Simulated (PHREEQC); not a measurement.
Consider water at 10 °C and 100 atm with 0.023 mol K2CO3, 0.088 mol K2SO4 and 0.17 mol KH2PO4 per kg of water. Closed to the air; pH follows from the charge balance.

Computed with PHREEQC (ion-association model, phreeqc.dat).

Problem. The ionic strength comes out as 0.459 mol/kgw. What activity coefficients do H+, HPO4-2, HCO3-, H2PO4-, CO3-2 get?

Solution. H+ 0.77, HPO4-2 0.23, HCO3- 0.70, H2PO4- 0.70, CO3-2 0.24.

Precipitation was switched off in this run. Complexes and solids missing from the database can't appear. Under pressure, the constants of complexes without a molar volume in the database are unreliable. Constants without temperature data keep their 25 °C values here.
